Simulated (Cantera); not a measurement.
Equilibrium for abatement and gas-phase synthesis: HI + O2 + N2

Input: 1 mol HI, 0.48 mol O2, 10 mol N2, held at 2875 K.

Cantera equilibrium calculation (NASA polynomials, part measured and part estimated; ideal gas, pure solids and liquids). Candidate condensed phases: H2O, I2; 27 gas species. The ideal-gas law is rough above about 30 bar. Rates play no part.

| P (Pa) | x N2 | x I | x H | x O | x H2O | x O2 | x NO | x OH |
|---|---|---|---|---|---|---|---|---|
| 10 | 0.771 | 0.0772 | 0.0770 | 0.0729 | 1.85e-7 | 0.000102 | 0.000886 | 8.06e-5 |
| 84 | 0.773 | 0.0774 | 0.0759 | 0.0696 | 1.21e-5 | 0.000777 | 0.00245 | 0.000637 |
| 710 | 0.780 | 0.0783 | 0.0675 | 0.0564 | 0.000553 | 0.00430 | 0.00580 | 0.00388 |
| 6000 | 0.804 | 0.0807 | 0.0394 | 0.0302 | 0.00720 | 0.0104 | 0.00917 | 0.0102 |
| 50000 | 0.828 | 0.0827 | 0.0132 | 0.0116 | 0.0215 | 0.0128 | 0.0103 | 0.0110 |
| 420000 | 0.840 | 0.0832 | 0.00324 | 0.00407 | 0.0321 | 0.0132 | 0.0106 | 0.00793 |
| 3600000 | 0.845 | 0.0819 | 0.000687 | 0.00141 | 0.0370 | 0.0137 | 0.0108 | 0.00502 |
| 30000000 | 0.849 | 0.0760 | 0.000142 | 0.000500 | 0.0387 | 0.0143 | 0.0110 | 0.00306 |
x: gas mole fraction; nothing condenses.

From 10.0 Pa to 300 bar nothing is condensed.
